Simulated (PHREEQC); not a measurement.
Dissolve 0.21 mol/kgw NaOH and 0.0032 mol/kgw CO2 at 25 °C. Closed to the air; pH follows from the charge balance.

The numbers come from PHREEQC with the ion-association model, phreeqc.dat.

**Question.** The ionic strength comes out as 0.210 mol/kgw. What activity coefficients do CO3-2, NaCO3-, Na+, OH- get?

**Answer.** CO3-2 0.30, NaCO3- 0.74, Na+ 0.74, OH- 0.70.

This is a speciation only: nothing precipitates in the calculation.
